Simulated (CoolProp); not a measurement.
The fluoroketone C6F12O (FK-5-1-12) at several states: fugacity coefficient from the reference equation and from simpler models built on Tc = 168.7 °C, pc = 18.69 bar, ω = 0.471; each cubic takes its own stable root.

Values from CoolProp's reference Helmholtz-energy equation of state, McLinden 2015.

```csv
T (°C),p (bar),phase,reference,van der Waals,Redlich-Kwong,Soave-Redlich-Kwong,Peng-Robinson
-56.45,31.5,liquid,9.832e-5,0.02316,[?],[?],0.0001223
-102.45,0.955,liquid,[?],0.07598,[?],[?],1.350e-5
139.25,0.614,gas,0.9853,0.9885,0.9864,0.9856,0.9843
142.35,2.78,gas,0.9356,0.9490,0.9401,0.9371,0.9315
226.75,1,gas,0.9883,0.9883,0.9873,0.9889,0.9871
```

Fill in the missing entries.


- -56.45, Redlich-Kwong: 0.001443
- -56.45, Soave-Redlich-Kwong: 0.0001108
- -102.45, reference: 6.778e-6
- -102.45, Redlich-Kwong: 0.0005486
- -102.45, Soave-Redlich-Kwong: 9.842e-6
